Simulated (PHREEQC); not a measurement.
1.6 g of hydrous ferric oxide (600 m²/g; 0.2 weak and 0.005 strong sites per Fe, Dzombak-Morel constants, diffuse double layer) in 1 kg of water with 0.1 mol/kgw of an inert sodium salt and 0.022 mmol/kgw PbCl2 and 0.12 mmol/kgw Na2HAsO4, at 25 °C; the pH is set by adding NaOH or the inert anion's acid. O2 is buffered at 0.21 atm. No CO2 enters from the air. Precipitation was switched off in this run.

Base run: PHREEQC, ion-association model, wateq4f.dat. Each further column changes one thing. The table gives surface charge σ (C/m²).

```
pH       base  background salt from 0.1 to 0.01 mol/kgw  oxide from 1.6 to 8 g/kgw
-----  ------  ----------------------------------------  -------------------------
4       0.305                                     0.210                      0.320
4.67    0.241                                     0.136                      0.254
6       0.101                                     0.044                      0.110
6.67    0.054                                (withheld)                      0.062
7.33    0.023                                (withheld)                      0.028
8.67   -0.027                                    -0.010                     -0.022
9.33   -0.059                                (withheld)                     -0.052
10     -0.104                                    -0.047                     -0.097
11.33  -0.235                                (withheld)                     -0.234
12     -0.307                                    -0.231                     -0.310
```

Complete the blanks.


- 6.67, background salt from 0.1 to 0.01 mol/kgw: 0.021
- 7.33, background salt from 0.1 to 0.01 mol/kgw: 0.008
- 9.33, background salt from 0.1 to 0.01 mol/kgw: -0.024
- 11.33, background salt from 0.1 to 0.01 mol/kgw: -0.135

The database has no arsenate complexes of Pb.
